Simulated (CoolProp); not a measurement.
A single-stage vapour-compression cycle with carbonyl sulfide: evaporating at 289.15 K (dew point), condensing at 310.15 K (bubble point), superheat 0 K, subcooling 8 K, compressor efficiency 0.7, no pressure losses. Each further row changes one setting.

Values from CoolProp's reference Helmholtz-energy equation of state, Lemmon 2006. It is a short technical equation, of lower accuracy than the large ones.

| case | cooling COP | pressure ratio | discharge temperature (K) | refrigerating effect (kJ/kg) | volumetric capacity (kJ/m³) |
|---|---|---|---|---|---|
| as stated | 8.97 | 1.68 | 332.9 | 237 | 7020 |
| evaporating temperature 294.15 K | 12.2 | 1.47 | 326.9 | 239 | 8030 |
| condensing temperature 305.15 K | 12.0 | 1.49 | 322.7 | 244 | 7220 |
| subcooling 13 K | 9.23 | 1.68 | 332.9 | 244 | 7220 |
| superheat 10 K | 8.80 | 1.68 | 344.1 | 246 | 6890 |
| compressor efficiency 0.6 | 7.69 | 1.68 | 337.8 | 237 | 7020 |
